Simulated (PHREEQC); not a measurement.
Solution (25 °C): 0.066 mol HCl, 0.00064 mol ZnSO4 and 0.21 mol MgSO4 per kg of water. Closed to the air; pH follows from the charge balance.

Computed with PHREEQC (ion-association model, phreeqc.dat).

Each row changes one thing in this solution. Precipitation was switched off in this run.

```tsv
case	pH	ionic strength (mol/kgw)	Mg+2 (mol/kgw)	MgSO4 (mol/kgw)	SO4-2 (mol/kgw)	HSO4- (mol/kgw)
as made	1.70	0.418	0.108	0.102	0.0678	0.0400
temperature from 25 to 15 °C	1.67	0.451	0.115	0.0947	0.0770	0.0384
temperature from 25 to 65 °C	1.85	0.325	0.0881	0.122	0.0411	0.0474
ZnSO4 replaced by CuSO4 at the same molality	1.70	0.418	0.107	0.102	0.0679	0.0400
diluted 100-fold with water	3.26	0.00757	0.00176	0.000343	0.00169	6.87e-5
HCl left out	6.62	0.354	0.0884	0.122	0.0884	6.68e-7
0.0024 mol/kgw LiOH added	1.72	0.418	0.107	0.103	0.0685	0.0386
```

Constants without temperature data keep their 25 °C values here.
